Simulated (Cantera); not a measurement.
A closed system holds: 1 mol SiC, 0.34 mol N2O, 2.8 mol H2, 0.0092 mol O2, at 345 Torr.

Cantera equilibrium calculation (NASA polynomials, part measured and part estimated; ideal gas, pure solids and liquids). Candidate condensed phases: C, C6H6, C7H8, C8H18, H2O, Si, SiC, SiO2, Si2N2O, Si3N4; 151 gas species. Mutual solubility and eutectic melting of coexisting phases are not modelled. Rates play no part.

Q: At 1400 °C, list the 4 most abundant gas species with their mole fractions, and the condensed phases.

A: H2 0.880, CO 0.0621, N2 0.0562, HCN 0.000701. Condensed: C(graphite) + SiC(s) + Si2N2O(s).
